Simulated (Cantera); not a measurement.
A closed system holds: 1 mol CaO, 3 mol F2, 1.2 mol N2, held at 1.20 Pa.

Method: chemical equilibrium by Gibbs-energy minimisation in Cantera with the NASA 1993 tables (ideal gas, pure condensed phases). Candidate condensed phases: Ca, CaF2, CaO; 22 gas species. Kinetics and transport are ignored. All values below are at 1848 K.

Base state: F 0.593, N2 0.177, CaF2 0.148, O2 0.0664, O 0.0141, NO 0.00130 (mole fractions); condensed: gas only.

Problem. What changes in the equilibrium state with this change: pressure from 1.20 Pa to 13.3 mbar?

Solution. 
| species | before | after |
|---|---|---|
| F | 0.593 | 0.668 |
| N2 | 0.177 | 0.200 |
| O2 | 0.0664 | 0.0825 |
| CaF2 | 0.148 | 0.0477 |
| O | 0.0141 | 0.000471 |
| F2 | 4.52e-8 | 6.37e-5 |
| NO | 0.00130 | 0.00154 |
| CaF2(l), mol | 0 | 0.714 |
